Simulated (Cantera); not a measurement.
A perfectly stirred reactor is fed with 5.48 % H2, 94.5 % O2, at 13.5 Torr; it is held at 1250 K, and followed from long to short residence time.

Cantera simulation using GRI-Mech 3.0 (53 species, 325 reactions); the numbers are that mechanism's predictions, not measurements. Radical loss at walls, strong at low pressure, is not modelled. The temperature is held fixed by assumption; the heat of reaction is taken as removed at once.

Task: Predict: x(H2) at τ = 1.10 s; x(O2) at τ = 1.10 s; x(H2O2) at τ = 1.10 s; x(H) at τ = 1.10 s; x(O) at τ = 1.10 s; x(H2) at τ = 12.0 ms; x(O2) at τ = 12.0 ms; x(H2O2) at τ = 12.0 ms; x(H) at τ = 12.0 ms; x(O) at τ = 12.0 ms.

Result: 
* **x(H2) at τ = 1.10 s**: 0.000135
* **x(O2) at τ = 1.10 s**: 0.941
* **x(H2O2) at τ = 1.10 s**: 7.46e-8
* **x(H) at τ = 1.10 s**: 0.000149
* **x(O) at τ = 1.10 s**: 0.00242
* **x(H2) at τ = 12.0 ms**: 0.00176
* **x(O2) at τ = 12.0 ms**: 0.916
* **x(H2O2) at τ = 12.0 ms**: 1.46e-7
* **x(H) at τ = 12.0 ms**: 0.00533
* **x(O) at τ = 12.0 ms**: 0.0240
